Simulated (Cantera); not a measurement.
Input: 1 mol Ta, a varied amount of CO₂, held at 2773.15 K and 750 Torr.

Equilibrium computed with Cantera from the NASA thermochemical tables; the gas is ideal and each condensed phase is pure. Candidate condensed phases: C, Ta, TaC, Ta₂O₅; 15 gas species. Mutual solubility and eutectic melting of coexisting phases are not modelled. Condensed phases not in the tables: Ta₂C, N, O or C dissolved in the metal. Kinetics and transport are ignored.

log p: log10 of the partial pressure in bar; n: condensed amount in mol.

```tsv
n(CO₂) (mol)	log p CO	log p CO₂	log p O₂	log p O	log p TaO₂	log p TaO	log p Ta	n Ta(s)	n Ta₂O₅(l)
0.13	0.00	-2.72	-7.17	-4.90	-2.19	-2.72	-7.37	0.948	0.0256
0.2	0.00	-2.72	-7.17	-4.90	-2.19	-2.72	-7.37	0.920	0.0393
0.31	0.00	-2.72	-7.17	-4.90	-2.19	-2.72	-7.37	0.875	0.0610
0.48	0.00	-2.72	-7.17	-4.90	-2.19	-2.72	-7.37	0.807	0.0944
0.75	0.00	-2.72	-7.17	-4.90	-2.19	-2.72	-7.37	0.699	0.147
1.2	0.00	-2.72	-7.17	-4.90	-2.19	-2.72	-7.37	0.518	0.236
1.8	0.00	-2.72	-7.17	-4.90	-2.19	-2.72	-7.37	…	…
2.8	…	…	…	…	…	…	…	0	0.499
4.4	-0.23	-0.39	-2.05	-2.34	-3.47	-6.56	<-12	0	0.499
6.8	-0.37	-0.27	-1.52	-2.07	-3.60	-6.96	<-12	0	0.499
```

Task: Fill in the missing entries.

Result: 
- 2.8, log p CO: -0.05
- 2.8, log p CO₂: -0.97
- 2.8, log p O₂: -3.59
- 2.8, log p O: -3.10
- 2.8, log p TaO₂: -3.08
- 2.8, log p TaO: -5.41
- 2.8, log p Ta: -11.85
- 1.8, n Ta(s): 0.277
- 1.8, n Ta₂O₅(l): 0.354
